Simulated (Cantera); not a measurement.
Input (Python, Cantera):

```python
import numpy as np
import cantera as ct

gas = ct.Solution("h2o2.yaml")
gas.TPX = 1475, 1000000, {'H2': 1, 'O2': 0.25, 'N2': 0.94, 'H2O': 0.56}
reactor = ct.IdealGasConstPressureReactor(gas, energy="on", clone=False)
net = ct.ReactorNet([reactor])
net.rtol, net.atol = 1e-08, 1e-16
show = ['H2', 'O2', 'H2O', 'H', 'H2O2', 'OH', 'O']
times = np.geomspace(1e-06, 8, 13)

steps = ct.SolutionArray(gas, extra=["t"])
rows = []
print(f"{'t/s':>10s}{'T/K':>9s}{'P/Pa':>11s}" + "".join(f"{s:>11s}" for s in show))
for t in times:
    while net.time < t:
        t_next = net.step()
        steps.append(gas.state, t=t_next)
    rows.append([np.interp(t, steps.t, y) for y in (steps.T, steps.P, *steps(*show).X.T)])
    print(f"{t:10.3e}{rows[-1][0]:9.1f}{rows[-1][1]:11.4g}" + "".join(f"{x:11.3e}" for x in rows[-1][2:]))
rate = np.gradient(steps.T, steps.t)
print("integrator steps:", len(steps.t))
if steps.T.max() > steps.T[0] + 200:
    print(f"time of steepest temperature rise: {steps.t[rate.argmax()]:.4e} s")
gas.TPX = 1475, 1000000, {'H2': 1, 'O2': 0.25, 'N2': 0.94, 'H2O': 0.56}
gas.equilibrate("HP")
print(f"equilibrium (HP): T = {gas.T:.1f} K  " + "  ".join(f"{s} {gas[s].X[0]:.3e}" for s in show))
```

It prints:

```
       t/s      T/K       P/Pa         H2         O2        H2O          H       H2O2         OH          O
 1.000e-06   1475.0      1e+06  3.636e-01  9.089e-02  2.036e-01  3.724e-06  4.531e-07  3.343e-07  3.111e-07
 3.761e-06   1676.2      1e+06  3.206e-01  6.963e-02  2.482e-01  1.144e-02  2.023e-05  1.740e-03  8.525e-04
 1.414e-05   2592.4      1e+06  1.973e-01  7.769e-05  4.179e-01  7.226e-03  1.252e-07  3.507e-03  8.325e-05
 5.318e-05   2606.6      1e+06  1.979e-01  4.337e-05  4.193e-01  5.589e-03  7.669e-08  2.754e-03  5.026e-05
 2.000e-04   2606.6      1e+06  1.979e-01  4.335e-05  4.193e-01  5.588e-03  7.666e-08  2.754e-03  5.024e-05
 7.521e-04   2606.6      1e+06  1.979e-01  4.335e-05  4.193e-01  5.588e-03  7.666e-08  2.754e-03  5.024e-05
 2.828e-03   2606.6      1e+06  1.979e-01  4.335e-05  4.193e-01  5.588e-03  7.666e-08  2.754e-03  5.024e-05
 1.064e-02   2606.6      1e+06  1.979e-01  4.335e-05  4.193e-01  5.588e-03  7.666e-08  2.754e-03  5.024e-05
 4.000e-02   2606.6      1e+06  1.979e-01  4.335e-05  4.193e-01  5.588e-03  7.666e-08  2.754e-03  5.024e-05
 1.504e-01   2606.6      1e+06  1.979e-01  4.335e-05  4.193e-01  5.588e-03  7.666e-08  2.754e-03  5.024e-05
 5.657e-01   2606.6      1e+06  1.979e-01  4.335e-05  4.193e-01  5.588e-03  7.666e-08  2.754e-03  5.024e-05
 2.127e+00   2606.6      1e+06  1.979e-01  4.335e-05  4.193e-01  5.588e-03  7.666e-08  2.754e-03  5.024e-05
 8.000e+00   2606.6      1e+06  1.979e-01  4.335e-05  4.193e-01  5.588e-03  7.666e-08  2.754e-03  5.024e-05
integrator steps: 1168
time of steepest temperature rise: 3.9748e-06 s
equilibrium (HP): T = 2606.6 K  H2 1.979e-01  O2 4.335e-05  H2O 4.193e-01  H 5.588e-03  H2O2 7.666e-08  OH 2.754e-03  O 5.024e-05
```

Model: the H2/O2 subset of GRI-Mech 3.0, which has no nitrogen chemistry, integrated in Cantera. The hydrogen kinetics of GRI-Mech 3.0 are dated; newer H2 mechanisms differ, most at raised pressure.
